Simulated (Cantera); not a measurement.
Input: 1 mol SiCl4, a varied amount of NH3, 31 mol H2, equilibrated at 998 K and 10.0 Torr.

Cantera equilibrium calculation (NASA polynomials, part measured and part estimated; ideal gas, pure solids and liquids). Candidate condensed phases: NH4Cl, Si, Si3N4; 28 gas species. Rates play no part.

**Question.** At 9.9 mol NH3, list the 4 most abundant gas species with their mole fractions, and the condensed phases.

**Answer.** H2 0.841, N2 0.0822, HCl 0.0766, SiCl4 1.85e-5. Condensed: Si3N4(s).
